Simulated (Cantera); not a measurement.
Transport properties of process gases

Gas mixture: 100 % NO, at 0.0158 atm, frozen composition.

Cantera's kinetic-theory transport with the Lennard-Jones parameters of GRI-Mech 3.0, ideal gas; thermal conductivity in the mixture-averaged form. The composition is frozen, though it would react at the higher temperatures.

```csv
T (K),ρ (kg/m³),cp (J/kg/K),μ (µPa s),λ (mW/m/K),Pr,D (cm²/s) NH3,D (cm²/s) H2,D (cm²/s) CH4
400,0.0144,998.6,23.1,32.4,0.712,23.9,80.2,23.4
650,0.00888,1054,32.3,48.2,0.706,57.9,181,53.9
900,0.00642,1114,40.1,63.0,0.708,102,310,93.2
1150,0.00502,1153,47.0,76.7,0.707,156,466,140
1400,0.00412,1181,53.4,89.4,0.706,218,646,195
1650,0.00350,1202,59.4,101,0.706,288,847,256
1900,0.00304,1219,65.1,112,0.706,364,1070,324
```
D: mixture-averaged diffusion coefficient of that species in the mixture.
